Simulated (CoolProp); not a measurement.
Saturation properties of chlorine (Tc = 416.9 K, pc = 7.642 MPa, ω = 0.070).

Values from CoolProp's reference Helmholtz-energy equation of state, Thol 2021.

```csv
T (K),p (MPa),liquid density (kg/m³),enthalpy of vaporisation (kJ/kg),vapour Z
295,0.7115,1403,250.4,0.8989
303.9,0.9038,1375,243.3,0.8814
312.9,1.134,1346,235.7,0.8620
321.8,1.402,1316,227.7,0.8411
330.7,1.711,1285,219.1,0.8183
339.7,2.071,1252,209.8,0.7934
348.6,2.476,1218,199.8,0.7666
357.6,2.939,1181,188.8,0.7370
366.5,3.454,1141,176.9,0.7050
```

It boils at 239.2 K under 1 atm.
